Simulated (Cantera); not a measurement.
An isothermal, constant-pressure homogeneous reactor starts with 52.2 % CH4, 43.9 % CO2, 3.87 % H2, at 1225 K and 0.987 atm.

Detailed kinetics in Cantera: GRI-Mech 3.0 (53 species, 325 reactions).

Predict: x(CH4) at 70.0 s; x(CO2) at 70.0 s; x(H2) at 70.0 s; x(C2H4) at 70.0 s.


| Quantity | Value |
|---|---|
| x(CH4) at 70.0 s | 0.474 (gas-phase equilibrium 0.0449) |
| x(CO2) at 70.0 s | 0.406 (gas-phase equilibrium 0.000198) |
| x(H2) at 70.0 s | 0.0621 (gas-phase equilibrium 0.487) |
| x(C2H4) at 70.0 s | 0.00647 (gas-phase equilibrium 6.72e-5) |
